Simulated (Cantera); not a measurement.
Input: 1 mol Si₃N₄, 0.016 mol C, 0.059 mol H₂, held at 1573 K and 1.00 mbar.

These are equilibrium values from Cantera (NASA tables, ideal gas, pure condensed phases), not measurements of a reactor. Candidate condensed phases: C, C₆H₆, C₇H₈, C₈H₁₈, Si, SiC, Si₃N₄; 105 gas species. Mutual solubility and eutectic melting of coexisting phases are not modelled. The numbers say what is thermodynamically allowed, not how fast it happens.

Base state: H₂ 0.813, N₂ 0.186, H 0.00116, Si 5.50e-5 (mole fractions); condensed: Si(s) + SiC(s) + Si₃N₄(s).

Q: What changes in the equilibrium state with this change: 0.00017 mol H₂O added?

A: 
| species | before | after |
|---|---|---|
| H₂ | 0.813 | 0.810 |
| N₂ | 0.186 | 0.186 |
| SiO | 0 | 0.00225 |
| CO | 0 | 7.85e-5 |
| H | 0.00116 | 0.00116 |
| Si | 5.50e-5 | 5.50e-5 |
| Si(s), mol | 0.00427 | 0.00423 |
| SiC(s), mol | 0.0160 | 0.0160 |
| Si₃N₄(s), mol | 0.993 | 0.993 |
Further candidate phases: H₂O, SiO₂, Si₂N₂O.
